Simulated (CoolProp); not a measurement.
CH3F (R41) at 298.15 K and 2.38 MPa is throttled through a valve to 1.54 MPa with no heat exchange. Each further row changes one setting.

Values from CoolProp's reference Helmholtz-energy equation of state, Lemmon 2006. It is a short technical equation, of lower accuracy than the large ones.

```csv
case,temperature change (K),final density (kg/m³)
as stated,?,?
outlet pressure 0.462 MPa,?,?
outlet pressure 2 MPa,?,?
```

Some entries are withheld; supply them.


- as stated, temperature change (K): -15.3
- as stated, final density (kg/m³): 26.8
- outlet pressure 0.462 MPa, temperature change (K): -40.0
- outlet pressure 0.462 MPa, final density (kg/m³): 7.84
- outlet pressure 2 MPa, temperature change (K): -6.6
- outlet pressure 2 MPa, final density (kg/m³): 35.2
